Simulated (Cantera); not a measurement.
A closed system holds: 1 mol SiC, 0.011 mol O2, 190 mol H2, at 950 K and 0.00315 Torr.

These are equilibrium values from Cantera (NASA tables, ideal gas, pure condensed phases), not measurements of a reactor. Candidate condensed phases: C, C6H6, C7H8, C8H18, H2O, Si, SiC, SiO2; 123 gas species. Rates play no part.

Base state: H2 1.000, CO 3.89e-5 (mole fractions); condensed: SiC(s) + SiO2(β-quartz).

Task: What changes in the equilibrium state with this change: temperature from 950 K to 1548.15 K?

Result: 
```json
[
 {"species": "H2", "before": "1.000", "after": "0.985"},
 {"species": "H", "before": "2.71e-7", "after": "0.0149"},
 {"species": "Si", "before": "<1e-9", "after": "0.000121"},
 {"species": "CO", "before": "3.89e-5", "after": "0.000114"},
 {"species": "SiC(s), mol", "before": "0.993", "after": "0.976"},
 {"species": "SiO2(β-quartz), mol", "before": "0.00720", "after": "0"}
]
```

Task: What changes in the equilibrium state with this change: pressure from 0.00315 Torr to 10.5 Torr?

Result: 
```csv
species,before,after
H2,1.000,1.000
CH4,3.04e-8,5.79e-5
CO,3.89e-5,5.03e-9
"SiC(s), mol",0.993,0.989
"SiO2(β-quartz), mol",0.00720,0.0110
```
